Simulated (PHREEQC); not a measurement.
Solution (20 °C): 0.25 mol/kgw NiSO4 and 0.12 mol/kgw H2SO4. Closed to the air; pH follows from the charge balance.

Computed with PHREEQC (ion-association model, wateq4f.dat).

This is a speciation only: nothing precipitates in the calculation.

Order these Ni species by the share of Ni that they hold, largest first: Ni(SO4)2-2, Ni+2, NiSO4.

Ni+2 (52 %), NiSO4 (47 %), Ni(SO4)2-2 (0.19 %)

Order these S species by the share of S that they hold, largest first: NiSO4, HSO4-, SO4-2, Ni(SO4)2-2.

HSO4- (42 %), NiSO4 (32 %), SO4-2 (25 %), Ni(SO4)2-2 (0.25 %)

The pH is 1.20 and the ionic strength 0.571 mol/kgw.
